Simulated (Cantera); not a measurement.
Feed: 1 mol Si, 2.1 mol Br₂, 2.2 mol N₂, equilibrated at 1125 K and 4.50 Pa.

Equilibrium computed with Cantera from the NASA thermochemical tables; the gas is ideal and each condensed phase is pure. Candidate condensed phases: Br₂, Si, Si₃N₄; 13 gas species. The tables' values for SiBr₃ are old estimates; treat these amounts as uncertain. Kinetics and transport are ignored.

Base state: N₂ 0.641, SiBr₄ 0.285, Br 0.0668, SiBr₂ 0.00323, SiBr₃ 0.00297, Br₂ 0.000443 (mole fractions); condensed: gas only.

Problem. What changes in the equilibrium state with this change: pressure from 4.50 Pa to 1.00 bar?

Solution. 
```json
[
 {"species": "N₂", "before": "0.641", "after": "0.665"},
 {"species": "SiBr₄", "before": "0.285", "after": "0.302"},
 {"species": "Br₂", "before": "0.000443", "after": "0.0285"},
 {"species": "Br", "before": "0.0668", "after": "0.00359"},
 {"species": "SiBr₂", "before": "0.00323", "after": "2.40e-9"},
 {"species": "SiBr₃", "before": "0.00297", "after": "2.63e-6"}
]
```
